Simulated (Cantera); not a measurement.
Input: 1 mol SiH₄, 11 mol H₂O, 22 mol NO, at 100000 Pa.

Cantera equilibrium calculation (NASA polynomials, part measured and part estimated; ideal gas, pure solids and liquids). Candidate condensed phases: H₂O, Si, SiO₂, Si₂N₂O, Si₃N₄; 35 gas species. The tables hold silica as quartz up to 1696 K and as liquid above; real silica turns to tridymite and cristobalite and melts near 1996 K. Gases not in the tables: Si(OH)₄. Equilibrium is a limit: real reactors are often held back by kinetics, nucleation or transport.

Task: At 952 °C, list the 4 most abundant gas species with their mole fractions, and the condensed phases.

Result: H₂O 0.394, N₂ 0.333, O₂ 0.273, NO 0.000175. Condensed: SiO₂(β-quartz).
